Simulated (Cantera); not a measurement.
A closed system holds: 1 mol Si, 7.2 mol Br2, held at 1450 K.

Cantera equilibrium calculation (NASA polynomials, part measured and part estimated; ideal gas, pure solids and liquids). Candidate condensed phases: Br2, Si; 9 gas species. The tables' values for SiBr3, SiBr are old estimates; treat these amounts as uncertain. The numbers say what is thermodynamically allowed, not how fast it happens.

log p: log10 of the partial pressure in bar; nothing condenses.

```csv
P (Pa),log p Br,log p Br2,log p SiBr4,log p SiBr2,log p SiBr3,log p SiBr
1,-5.03,-8.78,-9.26,-6.13,-8.37,-9.22
5.20,(withheld),(withheld),(withheld),(withheld),-6.95,-9.24
27,(withheld),(withheld),(withheld),(withheld),-5.71,-9.42
140,-2.90,-4.52,-3.96,-5.09,-5.20,-10.32
720,-2.23,-3.18,-3.17,-5.64,-5.08,-11.54
3700,-1.64,-2.00,-2.39,-6.04,-4.89,-12.53
19000,-1.15,-1.02,-1.60,-6.23,-4.60,<-12
100000,-0.73,-0.18,-0.83,-6.31,-4.25,<-12
```

What belongs in the gaps?


- 5.20, log p Br: -4.32
- 5.20, log p Br2: -7.35
- 5.20, log p SiBr4: -7.12
- 5.20, log p SiBr2: -5.43
- 27, log p Br: -3.61
- 27, log p Br2: -5.93
- 27, log p SiBr4: -5.17
- 27, log p SiBr2: -4.90
